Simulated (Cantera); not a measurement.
Input: 1 mol SiH2Cl2, 56 mol H2, equilibrated at 2098 K and 4400 Pa.

Cantera equilibrium calculation (NASA polynomials, part measured and part estimated; ideal gas, pure solids and liquids). Candidate condensed phases: Si; 19 gas species. The tables' values for SiCl are old estimates; treat these amounts as uncertain. Gases not in the tables: Si2H6 and higher silanes. Rates play no part.

Base state: H2 0.950, HCl 0.0295, H 0.0143, Si 0.00297, SiCl2 0.00196, SiCl 0.000357, SiH 0.000331, Cl 0.000327 (mole fractions); condensed: Si(l).

Question: What changes in the equilibrium state with this change: H2 from 56 to 11 mol?

Answer: 
| species | before | after |
|---|---|---|
| H2 | 0.950 | 0.856 |
| HCl | 0.0295 | 0.0996 |
| SiCl2 | 0.00196 | 0.0249 |
| H | 0.0143 | 0.0136 |
| SiCl3 | 2.06e-6 | 9.30e-5 |
| SiCl | 0.000357 | 0.00127 |
| Cl | 0.000327 | 0.00116 |
| Si(l), mol | 0.654 | 0.608 |
The tables' values for SiCl, SiCl3 are old estimates; treat these amounts as uncertain.
